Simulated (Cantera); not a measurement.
A Cantera script and what it prints.

```python
import numpy as np
import cantera as ct

gas_names = """
    CL CL2 H HCL H2 Si SiCL SiCL2 SiCL3 SiCL4 SiH SiHCL3 SiH2 SiH2CL2 SiH3 SiH3CL SiH4 Si2 Si3
""".split()
cond_names = """
    Si(cr) Si(L)
""".split()


def load(file, names, dense=False):
    # The tables refer to 1 bar. Condensed volumes are neglected.
    table = {s.name: s for s in ct.Species.list_from_file(file)}
    out = []
    for n in names:
        d = dict(table[n].input_data)
        d["thermo"] = dict(d["thermo"], **{"reference-pressure": 1e5})
        if dense:
            d["equation-of-state"] = {"model": "constant-volume", "density": "1e6 g/cm^3"}
        out.append(ct.Species.from_dict(d))
    return out


gas = ct.Solution(thermo="ideal-gas", species=load("nasa_gas.yaml", gas_names))
cond = {s.name: ct.Solution(thermo="fixed-stoichiometry", species=[s], name=s.name)
        for s in load("nasa_condensed.yaml", cond_names, dense=True)}
atoms = {
    'SiCl4': {'Si': 1, 'CL': 4},
    'Cl2': {'CL': 2},
    'H2': {'H': 2},
}
top_T = {}  # K; cautious upper limits of use, not melting points


def equilibrate(T, P, feed):
    n = {}
    for name, mol in feed.items():
        for a, k in atoms[name].items():
            n[a] = n.get(a, 0.0) + k * mol
    gas.TPX = T, P, n
    mass = sum(n.values()) * gas.mean_molecular_weight
    gas.equilibrate("TP")
    valid = [c for c in cond.values() if c.min_temp <= T <= top_T.get(c.name, c.max_temp)]
    mix = ct.Mixture([(gas, mass / gas.mean_molecular_weight)] + [(c, 0.0) for c in valid])
    mix.T, mix.P = T, P
    mix.equilibrate("TP", solver="vcs", rtol=1e-11, max_steps=5000)
    return mix


results = []
feed = {'SiCl4': 1, 'Cl2': 0.85, 'H2': 0.64}  # mol
T = 1523.15  # K
P = 29000  # Pa
mix = equilibrate(T, P, feed)
results.append((T, P, feed, dict(zip(mix.species_names, mix.species_moles))))
x = sorted(zip(gas.X, gas.species_names), reverse=True)
print(f"T = {T:g} K  P = {P:g} Pa  gas = {mix.phase_moles(0):.4g} mol")
print("   x: " + "  ".join(f"{s} {v:.3e}" for v, s in x if v > 0.0001))
print("   condensed (mol): " + ("  ".join(f"{mix.phase(i).name} {mix.phase_moles(i):.4g}"
      for i in range(1, mix.n_phases) if mix.phase_moles(i) > 1e-12) or "none"))
```

Result:

```
T = 1523.15 K  P = 29000 Pa  gas = 2.531 mol
   x: HCL 5.056e-01  SiCL4 3.949e-01  CL2 6.668e-02  CL 3.266e-02  SiCL3 1.206e-04
   condensed (mol): none
```

Cantera equilibrium calculation (NASA polynomials, part measured and part estimated; ideal gas, pure solids and liquids). The tables' values for SiCl3 are old estimates; treat these amounts as uncertain.
